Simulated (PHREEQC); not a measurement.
0.33 g of hydrous ferric oxide (600 m²/g; 0.2 weak and 0.005 strong sites per Fe, Dzombak-Morel constants, diffuse double layer) in 1 kg of water with 0.005 mol/kgw of an inert sodium salt and 4.6e-05 mol Na2SO4, 1.9e-05 mol CaCl2 and 0.00011 mol PbCl2, at 25 °C; the pH is set by adding NaOH or the inert anion's acid. Oxygen alone is held at its pressure in air (log pO2 = -0.68). No CO2 enters from the air. Precipitation was switched off in this run.

Computed with PHREEQC (ion-association model, wateq4f.dat).

```tsv
pH	S sorbed (%)	Ca sorbed (%)	Pb sorbed (%)	surface charge σ (C/m²)
3	100.0	0.0	2.2	0.272
3.5	100.0	0.0	9.2	0.220
4	100.0	0.0	15.4	0.166
4.5	99.9	0.0	18.5	0.119
5	99.7	0.0	29.1	0.082
5.5	98.6	0.0	62.0	0.056
6	94.2	0.0	90.6	0.039
6.5	76.3	0.0	98.5	0.025
7	39.4	0.0	99.8	0.017
7.5	9.7	0.2	100.0	0.010
8	1.3	1.9	100.0	0.004
8.5	0.2	15.2	100.0	-0.001
9	0.0	60.3	100.0	-0.005
9.5	0.0	92.8	100.0	-0.012
10	0.0	99.1	100.0	-0.021
10.5	0.0	99.9	100.0	-0.036
11	0.0	100.0	100.0	-0.060
```

The oxide is taken as insoluble; below pH 4 it would dissolve.
